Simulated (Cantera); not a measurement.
Adiabatic ignition

An adiabatic, constant-pressure homogeneous reactor starts with H2 : O2 : N2 = 1 : 1.43 : 5.37 (molar parts), equivalence ratio 0.35, at 1173 K and 4.54 atm.

Cantera simulation using GRI-Mech 3.0 (53 species, 325 reactions); the numbers are that mechanism's predictions, not measurements. The hydrogen kinetics of GRI-Mech 3.0 are dated; newer H2 mechanisms differ, most at raised pressure.

```json
[
 {"t (s)": "6.00e-6", "T (K)": "1173", "x H2": "0.128", "x O2": "0.183", "x H2O": "3.73e-7", "x N2O": "<1e-12", "x NO": "<1e-12", "x H2O2": "1.33e-9", "x NO2": "<1e-12"},
 {"t (s)": "2.00e-5", "T (K)": "1178", "x H2": "0.127", "x O2": "0.183", "x H2O": "0.000831", "x N2O": "4.87e-10", "x NO": "7.75e-11", "x H2O2": "1.08e-5", "x NO2": "1.06e-12"},
 {"t (s)": "6.65e-5", "T (K)": "2074", "x H2": "0.000186", "x O2": "0.126", "x H2O": "0.135", "x N2O": "1.89e-6", "x NO": "1.77e-5", "x H2O2": "2.90e-7", "x NO2": "5.60e-8"},
 {"t (s)": "0.000221", "T (K)": "2080", "x H2": "9.25e-5", "x O2": "0.127", "x H2O": "0.136", "x N2O": "8.26e-7", "x NO": "1.99e-5", "x H2O2": "2.48e-7", "x NO2": "5.01e-8"},
 {"t (s)": "0.000736", "T (K)": "2080", "x H2": "9.24e-5", "x O2": "0.127", "x H2O": "0.136", "x N2O": "8.01e-7", "x NO": "2.60e-5", "x H2O2": "2.48e-7", "x NO2": "6.56e-8"},
 {"t (s)": "0.00245", "T (K)": "2080", "x H2": "9.24e-5", "x O2": "0.127", "x H2O": "0.136", "x N2O": "8.01e-7", "x NO": "4.65e-5", "x H2O2": "2.48e-7", "x NO2": "1.17e-7"},
 {"t (s)": "0.00815", "T (K)": "2080", "x H2": "9.23e-5", "x O2": "0.127", "x H2O": "0.136", "x N2O": "8.00e-7", "x NO": "0.000114", "x H2O2": "2.48e-7", "x NO2": "2.88e-7"},
 {"t (s)": "0.0271", "T (K)": "2079", "x H2": "9.20e-5", "x O2": "0.127", "x H2O": "0.136", "x N2O": "7.99e-7", "x NO": "0.000337", "x H2O2": "2.48e-7", "x NO2": "8.50e-7"},
 {"t (s)": "0.0903", "T (K)": "2078", "x H2": "9.11e-5", "x O2": "0.126", "x H2O": "0.136", "x N2O": "7.95e-7", "x NO": "0.00104", "x H2O2": "2.46e-7", "x NO2": "2.64e-6"},
 {"t (s)": "0.300", "T (K)": "2073", "x H2": "8.87e-5", "x O2": "0.125", "x H2O": "0.136", "x N2O": "7.88e-7", "x NO": "0.00299", "x H2O2": "2.42e-7", "x NO2": "7.57e-6"},
 {"t (s)": "1.00", "T (K)": "2067", "x H2": "8.52e-5", "x O2": "0.124", "x H2O": "0.136", "x N2O": "7.82e-7", "x NO": "0.00592", "x H2O2": "2.36e-7", "x NO2": "1.51e-5"}
]
```
x: mole fraction; the columns are a selection and need not sum to one.

```
Quantity                                                             Value
---------------------------------  ---------------------------------------
time of steepest temperature rise                                  25.6 µs
temperature at 1.00 s                                               2067 K
equilibrium temperature                                             2065 K
x(H2) at 1.00 s                    8.52e-5 (gas-phase equilibrium 8.42e-5)
x(O2) at 1.00 s                        0.124 (gas-phase equilibrium 0.123)
x(H2O) at 1.00 s                       0.136 (gas-phase equilibrium 0.136)
```
